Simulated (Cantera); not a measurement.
## Stirred combustor or abatement burner

A perfectly stirred reactor is fed with 6.05 % CH4, 0.575 % C2H6, 19.6 % O2, 73.8 % N2, equivalence ratio 0.72, at 1.50 bar; it is adiabatic with a 525 K inlet, and is followed from long to short residence time, starting on the burning branch (τ in s: 0.35, 0.11, 0.036, 0.012, 0.0037, 0.0012, 0.00039, 0.00012, 4e-05, 1.3e-05, 4.2e-06).

Computed with Cantera and GRI-Mech 3.0 (53 species, 325 reactions).

```
τ (s)    T (K)     x CH4   x C2H6    x O2      x NO    x HO2
-------  -----  --------  -------  ------  --------  -------
0.35      2041   1.09e-6  1.55e-8  0.0541  0.000751  1.62e-6
0.11      2040   3.09e-6  4.67e-8  0.0543  0.000328  1.73e-6
0.036     2034   7.58e-6  1.27e-7  0.0545  0.000166  2.05e-6
0.012     2022   1.65e-5  3.16e-7  0.0548  0.000101  2.89e-6
0.0037    1996   3.62e-5  7.86e-7  0.0555   6.38e-5  5.00e-6
0.0012    1952   7.87e-5  1.84e-6  0.0568   4.16e-5  9.15e-6
0.00039   1885  0.000187  4.52e-6  0.0594   2.71e-5  1.69e-5
0.00012   1779  0.000592  1.42e-5  0.0654   1.43e-5  3.40e-5
4.0e-5     525    0.0605  0.00575   0.196    <1e-12   <1e-12
1.3e-5     525    0.0605  0.00575   0.196    <1e-12   <1e-12
4.2e-6     525    0.0605  0.00575   0.196    <1e-12   <1e-12
```
x: mole fraction; the columns are a selection and need not sum to one.
